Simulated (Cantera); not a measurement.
Feed: 1 mol C2H2, 0.19 mol O2, 2.4 mol H2, at 673 K and 13.3 mbar.

Method: chemical equilibrium by Gibbs-energy minimisation in Cantera with the NASA 1993 tables (ideal gas, pure condensed phases). Candidate condensed phases: C, C6H6, C7H8, C8H18, H2O; 110 gas species. Equilibrium is a limit: real reactors are often held back by kinetics, nucleation or transport.

Base state: H2 0.769, CH4 0.120, H2O 0.0911, CO2 0.0119, CO 0.00818 (mole fractions); condensed: C(graphite).

Problem. What changes in the equilibrium state with this change: pressure from 13.3 mbar to 12.0 Pa?

Solution. 
```tsv
species	before	after
H2	0.769	0.905
CO	0.00818	0.0754
CO2	0.0119	0.00908
CH4	0.120	0.00150
H2O	0.0911	0.00890
C(graphite), mol	1.57	1.68
```

Problem. What changes in the equilibrium state with this change: H2 from 2.4 to 14 mol?

Solution. 
| species | before | after |
|---|---|---|
| H2 | 0.769 | 0.831 |
| CH4 | 0.120 | 0.141 |
| H2O | 0.0911 | 0.0252 |
| CO2 | 0.0119 | 0.000775 |
| CO | 0.00818 | 0.00209 |
| C(graphite), mol | 1.57 | 0.108 |
